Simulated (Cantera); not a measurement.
Charge: 1 mol SiF4, 6.8 mol N2O, 74 mol N2, at 81.0 Pa.

These are equilibrium values from Cantera (NASA tables, ideal gas, pure condensed phases), not measurements of a reactor. Candidate condensed phases: Si, SiO2, Si2N2O, Si3N4; 28 gas species. The tables' values for SiF3 are old estimates; treat these amounts as uncertain. The tables hold silica as quartz up to 1696 K and as liquid above; real silica turns to tridymite and cristobalite and melts near 1996 K. The numbers say what is thermodynamically allowed, not how fast it happens.

x: gas mole fraction; n: condensed amount in mol.

```json
[
 {"T (K)": "1473", "x N2": "0.948", "x O2": "0.0396", "x SiF4": "0.0117", "x NO": "0.000510", "x O": "1.95e-5", "n SiO2(β-quartz)": "0", "n SiO2(condensed)": "0"},
 {"T (K)": "1498", "x N2": "0.948", "x O2": "0.0396", "x SiF4": "0.0117", "x NO": "0.000577", "x O": "2.76e-5", "n SiO2(β-quartz)": "0", "n SiO2(condensed)": "0"},
 {"T (K)": "1523", "x N2": "0.948", "x O2": "0.0396", "x SiF4": "0.0117", "x NO": "0.000651", "x O": "3.86e-5", "n SiO2(β-quartz)": "0", "n SiO2(condensed)": "0"},
 {"T (K)": "1548", "x N2": "0.948", "x O2": "0.0395", "x SiF4": "0.0117", "x NO": "0.000731", "x O": "5.33e-5", "n SiO2(β-quartz)": "0.000119", "n SiO2(condensed)": "0"},
 {"T (K)": "1573", "x N2": "0.948", "x O2": "0.0395", "x SiF4": "0.0117", "x NO": "0.000818", "x O": "7.29e-5", "n SiO2(β-quartz)": "0.000158", "n SiO2(condensed)": "0"},
 {"T (K)": "1598", "x N2": "0.948", "x O2": "0.0394", "x SiF4": "0.0117", "x NO": "___", "x O": "___", "n SiO2(β-quartz)": "___", "n SiO2(condensed)": "0"},
 {"T (K)": "1623", "x N2": "0.948", "x O2": "0.0393", "x SiF4": "0.0117", "x NO": "___", "x O": "___", "n SiO2(β-quartz)": "___", "n SiO2(condensed)": "0"},
 {"T (K)": "1648", "x N2": "0.948", "x O2": "0.0392", "x SiF4": "0.0117", "x NO": "0.00112", "x O": "0.000176", "n SiO2(β-quartz)": "0.000327", "n SiO2(condensed)": "0"},
 {"T (K)": "1673", "x N2": "0.948", "x O2": "0.0392", "x SiF4": "0.0117", "x NO": "0.00124", "x O": "0.000232", "n SiO2(β-quartz)": "0.000387", "n SiO2(condensed)": "0"},
 {"T (K)": "1698", "x N2": "0.948", "x O2": "0.0391", "x SiF4": "0.0117", "x NO": "0.00136", "x O": "0.000304", "n SiO2(β-quartz)": "0", "n SiO2(condensed)": "0.000425"},
 {"T (K)": "1723", "x N2": "0.947", "x O2": "0.0389", "x SiF4": "0.0117", "x NO": "0.00149", "x O": "0.000394", "n SiO2(β-quartz)": "0", "n SiO2(condensed)": "0.000402"},
 {"T (K)": "1748", "x N2": "0.947", "x O2": "0.0388", "x SiF4": "0.0117", "x NO": "0.00163", "x O": "0.000508", "n SiO2(β-quartz)": "0", "n SiO2(condensed)": "0.000232"}
]
```

**Question.** Fill in the missing entries.

**Answer.** 
- 1623, x NO: 0.00101
- 1623, x O: 0.000133
- 1623, n SiO2(β-quartz): 0.000264
- 1598, x NO: 0.000912
- 1598, x O: 9.88e-5
- 1598, n SiO2(β-quartz): 0.000206
